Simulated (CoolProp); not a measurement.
Dimethyl carbonate along the isotherm 411.9 K: density (kg/m³) from the reference equation and from simpler models built on Tc = 557.0 K, pc = 49.09 bar, ω = 0.346; each cubic takes its own stable root.

The numbers come from the reference Helmholtz-energy equation of state, Zhou 2011 in CoolProp.

| p (bar) | phase | reference | Redlich-Kwong | Soave-Redlich-Kwong |
|---|---|---|---|---|
| 0.388 | gas | 1.028 | 1.027 | 1.028 |
| 0.585 | gas | 1.556 | 1.553 | 1.556 |
| 0.883 | gas | 2.361 | 2.356 | 2.361 |
| 1.33 | gas | 3.588 | 3.576 | 3.588 |
| 2.01 | gas | 5.498 | 5.469 | 5.496 |
| 3.03 | gas | 8.470 | 8.398 | 8.464 |
| 4.57 | liquid | 901.2 | 13.05 | 801.8 |
| 6.9 | liquid | 901.7 | 755.4 | 802.5 |
| 10.4 | liquid | 902.6 | 757.2 | 803.7 |
| 15.7 | liquid | 903.8 | 759.9 | 805.5 |
| 23.7 | liquid | 905.6 | 763.7 | 808.1 |
| 35.7 | liquid | 908.2 | 769.2 | 811.8 |
| 53.9 | liquid | 912.1 | 777.0 | 817.2 |
| 81.3 | liquid | 917.7 | 787.6 | 824.7 |
| 123 | liquid | 925.7 | 801.8 | 835.1 |

At some of these states Redlich-Kwong gives the other phase, because its saturation line lies elsewhere.
